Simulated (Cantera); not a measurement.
## Thermodynamics of silicon oxide and oxynitride deposition, feed Si₂H₆ + O₂ + H₂ + H₂O

Charge: 1 mol Si₂H₆, 13 mol O₂, 39 mol H₂, 0.12 mol H₂O, at 1330 Pa.

Cantera equilibrium calculation (NASA polynomials, part measured and part estimated; ideal gas, pure solids and liquids). Candidate condensed phases: H₂O, Si, SiO₂; 18 gas species. The feed counts by its element totals alone. The tables hold silica as quartz up to 1696 K and as liquid above; real silica turns to tridymite and cristobalite and melts near 1996 K. Equilibrium is a limit: real reactors are often held back by kinetics, nucleation or transport.

| T (K) | log p H₂O | log p H₂ | log p H | log p SiO | log p OH | log p SiO₂ | n SiO₂(β-quartz) | n SiO₂(condensed) |
|---|---|---|---|---|---|---|---|---|
| 1648 | -2.15 | -2.20 | -5.15 | -7.12 | -6.45 | -9.82 | 2.00 | 0 |
| 1673 | -2.15 | -2.20 | -5.04 | -6.87 | -6.32 | -9.54 | 2.00 | 0 |
| 1698 | -2.16 | -2.20 | -4.94 | -6.62 | -6.18 | -9.27 | 0 | 2.00 |
| 1723 | -2.16 | -2.20 | -4.84 | -6.39 | -6.06 | -9.02 | 0 | 2.00 |
| 1748 | -2.16 | -2.20 | -4.74 | -6.16 | -5.93 | -8.76 | 0 | 2.00 |
| 1773 | -2.16 | -2.20 | -4.65 | -5.94 | -5.81 | -8.52 | 0 | 2.00 |
| 1798 | -2.16 | -2.20 | -4.55 | -5.72 | -5.69 | -8.28 | 0 | 1.99 |
| 1823 | -2.16 | -2.20 | -4.46 | -5.51 | -5.58 | -8.05 | 0 | 1.99 |
| 1848 | -2.16 | -2.20 | -4.38 | -5.31 | -5.46 | -7.83 | 0 | 1.98 |
| 1873 | -2.16 | -2.20 | -4.29 | -5.11 | -5.35 | -7.61 | 0 | 1.98 |
| 1898 | -2.16 | -2.20 | -4.21 | -4.92 | -5.25 | -7.40 | 0 | 1.96 |
| 1923 | -2.16 | -2.20 | -4.13 | -4.73 | -5.15 | -7.19 | 0 | 1.94 |
| 1948 | -2.16 | -2.21 | -4.05 | -4.55 | -5.04 | -6.99 | 0 | 1.91 |
log p: log10 of the partial pressure in bar; n: condensed amount in mol.

From 1648 K to 1673 K the condensed part is SiO₂(β-quartz). From 1698 K to 1948 K the condensed part is SiO₂(condensed). The main Si-bearing gas is SiO throughout.
